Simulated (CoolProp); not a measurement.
Values from CoolProp's reference Helmholtz-energy equation of state, Zhou 2011.

Task: For dimethyl carbonate, give the phase and the density (kg/m³), cp (kJ/(kg K)), isothermal compressibility (1/MPa), expansivity (1/kK) at 85.25 °C and 0.853 MPa; 100.75 °C and 0.853 MPa; 178.55 °C and 0.853 MPa.

Result: 
- 85.25 °C and 0.853 MPa: liquid; density 982, cp 1.94, isothermal compressibility 0.00149, expansivity 1.44
- 100.75 °C and 0.853 MPa: liquid; density 960, cp 1.98, isothermal compressibility 0.00172, expansivity 1.52
- 178.55 °C and 0.853 MPa: gas; density 23.6, cp 1.68, isothermal compressibility 1.38, expansivity 3.52
